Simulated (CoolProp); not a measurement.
Vapour-liquid equilibrium of propane (1) + R236FA (2) at 246.7 K; x and y are mole fractions of (1).

Computed with CoolProp (multi-fluid Helmholtz-energy mixture model, Lemmon 2009 and Pan 2012; pair parameters Bell 2016).

```
x     bubble pressure, mixture model (bar)  bubble pressure, Raoult's law (bar)  y, mixture model  y, Raoult's law
----  ------------------------------------  -----------------------------------  ----------------  ---------------
0.05                                0.7468                               0.3954        (withheld)            0.244
0.2                                  1.504                               0.6370             0.812            0.605
0.35                            (withheld)                               0.8786             0.848            0.767
0.5                                  1.820                                1.120             0.857            0.859
0.65                                 1.845                                1.362        (withheld)            0.919
0.8                                  1.891                                1.603             0.882            0.961
0.95                                 1.934                                1.845             0.951            0.991
```

Problem. Complete the blanks.

Solution. 
- 0.05, y, mixture model: 0.589
- 0.35, bubble pressure, mixture model (bar): 1.759
- 0.65, y, mixture model: 0.863

The largest gap from Raoult's law is +136.1 % in bubble pressure, at x = 0.2. No azeotrope shows between x = 0.05 and 0.95.

Pair parameters are fitted to limited data, so mixtures are less certain than the pure fluids. With so large a gap from Raoult's law the liquid may split in two, which this calculation doesn't test in full.
